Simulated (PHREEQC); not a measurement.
Solution (20 °C): 0.0077 mol NH4Cl per kg of water. Closed to the air; pH follows from the charge balance.

The numbers come from PHREEQC with the ion-association model, wateq4f.dat.

```
Quantity                 Result
--------------  ---------------
pH                         5.79
ionic strength  0.00770 mol/kgw
```

| species | molality | activity | log γ |
|---|---|---|---|
| Cl- | 0.00770 | 0.00702 | -0.040 |
| NH4+ | 0.00770 | 0.00703 | -0.040 |
| H+ | 1.74e-6 | 1.61e-6 | -0.035 |
| NH3 | 1.74e-6 | 1.74e-6 | 0.000 |
| OH- | 4.63e-9 | 4.22e-9 | -0.040 |

No solid was allowed to form. Species that the database lacks are ignored.
